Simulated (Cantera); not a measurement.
Input: 1 mol C₂F₆, a varied amount of H₂, held at 3498.15 K and 750 Torr.

Method: chemical equilibrium by Gibbs-energy minimisation in Cantera with the NASA 1993 tables (ideal gas, pure condensed phases). Candidate condensed phases: C, C₆H₆, C₇H₈, C₈H₁₈; 95 gas species. The feed counts by its element totals alone. Gases not in the tables: C₂F₆ and larger saturated fluorocarbons. Kinetics and transport are ignored.

### Question
Which condensed phases are stable at each of these points (n(H₂) (mol)): 0.13, 0.16, 0.2, 0.26, 0.32, 0.41, 0.52, 0.66, 0.83, 1.1, 1.3?

### Answer
```
n(H₂) (mol)  condensed phases  C condensed (%)
-----------  ----------------  ---------------
0.13                 gas only              0.0
0.16                 gas only              0.0
0.2                  gas only              0.0
0.26                 gas only              0.0
0.32                 gas only              0.0
0.41                 gas only              0.0
0.52                 gas only              0.0
0.66                 gas only              0.0
0.83              C(graphite)              3.1
1.1               C(graphite)             11.8
1.3               C(graphite)             18.0
```

From 0.13 mol H₂ to 0.66 mol H₂ nothing is condensed. From 0.83 mol H₂ to 1.3 mol H₂ the condensed part is C(graphite).
